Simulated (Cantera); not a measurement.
A closed system holds: 1 mol V, 24 mol N2, 3.3 mol NH3, held at 2402 °C and 0.000310 bar.

Equilibrium computed with Cantera from the NASA thermochemical tables; the gas is ideal and each condensed phase is pure. Candidate condensed phases: V, VN; 11 gas species. Kinetics and transport are ignored.

Base state: N2 0.707, H 0.258, V 0.0276, H2 0.00771, N 6.35e-5 (mole fractions); condensed: gas only.

Question: What changes in the equilibrium state with this change: N2 from 24 to 3 mol?

Answer: 
```
species   before    after
-------  -------  -------
H          0.258    0.583
N2         0.707    0.311
V         0.0276   0.0668
H2       0.00771   0.0395
N        6.35e-5  4.21e-5
```

Question: What changes in the equilibrium state with this change: NH3 from 3.3 to 6.7 mol?

Answer: 
```
species   before    after
-------  -------  -------
N2         0.707    0.574
H          0.258    0.387
V         0.0276   0.0210
H2       0.00771   0.0174
N        6.35e-5  5.73e-5
```
